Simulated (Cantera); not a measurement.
Mixture: 12.8 % CH4, 17.0 % O2, 63.9 % N2, 5.87 % H2O, 0.459 % H2, equivalence ratio 1.5, at 1.01 bar, adiabatic and at constant pressure. Ignition delay is the time to a rise of 400 K.

Model: GRI-Mech 3.0 (53 species, 325 reactions), integrated in Cantera.

Task: Predict: delay at 1173 K; delay at 1223 K; delay at 1273 K; delay at 1323 K; delay at 1373 K; delay at 1423 K; delay at 1473 K; apparent activation energy between 1373 and 1473 K.

Result: 
```
Item                                                     Value
--------------------------------------------------  ----------
delay at 1173 K                                        61.2 ms
delay at 1223 K                                        32.8 ms
delay at 1273 K                                        17.7 ms
delay at 1323 K                                        9.70 ms
delay at 1373 K                                        5.40 ms
delay at 1423 K                                        3.07 ms
delay at 1473 K                                        1.79 ms
apparent activation energy between 1373 and 1473 K  190 kJ/mol
```
